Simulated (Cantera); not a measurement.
Input (Python, Cantera) and output of one run.

```python
import numpy as np
import cantera as ct

gas_names = [...]  # 131 gases of nasa_gas.yaml made of C, H, O
cond_names = """
    C(gr) C6H6(L) C7H8(L) C8H18(L),n-octa H2O(s) H2O(L)
""".split()


# ... load() reads the species with a 1 bar reference pressure and builds the phases ...
atoms = {
    'CH4': {'C': 1, 'H': 4},
    'CO2': {'C': 1, 'O': 2},
}
top_T = {'C(gr)': 4500}  # K; cautious upper limits of use, not melting points


# ... equilibrate(T, P, feed) seeds the gas with the atoms and calls Mixture.equilibrate('TP', solver="vcs", rtol=1e-11, max_steps=5000) ...
results = []
feed = {'CH4': 1, 'CO2': 0.15}  # mol
P = 13332.2  # Pa
for T in [3000, 3500, 4000, 4500, 5000]:
    mix = equilibrate(T, P, feed)
    results.append((T, P, feed, dict(zip(mix.species_names, mix.species_moles))))
    x = sorted(zip(gas.X, gas.species_names), reverse=True)
    print(f"T = {T:g} K  P = {P:g} Pa  gas = {mix.phase_moles(0):.4g} mol")
    print("   x: " + "  ".join(f"{s} {v:.3e}" for v, s in x if v > 0.0001))
    print("   condensed (mol): " + ("  ".join(f"{mix.phase(i).name} {mix.phase_moles(i):.4g}"
          for i in range(1, mix.n_phases) if mix.phase_moles(i) > 1e-12) or "none"))
```

Result:

```
T = 3000 K  P = 13332.2 Pa  gas = 2.747 mol
   x: H2 5.340e-01  H 3.160e-01  CO 1.092e-01  C2H2,acetylene 3.322e-02  C2H 3.379e-03  C3 2.340e-03  C4H2 8.623e-04  C 3.802e-04  C2 2.377e-04  C2H2,vinylidene 1.047e-04
   condensed (mol): C(gr) 0.6158
T = 3500 K  P = 13332.2 Pa  gas = 3.857 mol
   x: H 6.615e-01  H2 1.673e-01  CO 7.777e-02  C3 4.280e-02  C2H 1.505e-02  C 1.292e-02  C2H2,acetylene 1.209e-02  C2 8.265e-03  C5 9.642e-04  CH 4.287e-04  C4H2 3.638e-04  C4 2.888e-04  C2H2,vinylidene 1.014e-04
   condensed (mol): none
T = 4000 K  P = 13332.2 Pa  gas = 4.659 mol
   x: H 7.874e-01  C 7.041e-02  CO 6.439e-02  H2 3.253e-02  C3 2.168e-02  C2 1.765e-02  C2H 4.713e-03  CH 6.088e-04  C2H2,acetylene 3.984e-04
   condensed (mol): none
T = 4500 K  P = 13332.2 Pa  gas = 5.042 mol
   x: H 7.790e-01  C 1.425e-01  CO 5.948e-02  C2 9.320e-03  H2 6.766e-03  C3 2.021e-03  C2H 4.826e-04  CH 3.740e-04
   condensed (mol): none
T = 5000 K  P = 13332.2 Pa  gas = 5.128 mol
   x: H 7.759e-01  C 1.609e-01  CO 5.821e-02  C2 2.301e-03  H2 1.941e-03  O 2.850e-04  CH 1.632e-04
   condensed (mol): none
```

Method: chemical equilibrium by Gibbs-energy minimisation in Cantera with the NASA 1993 tables (ideal gas, pure condensed phases).
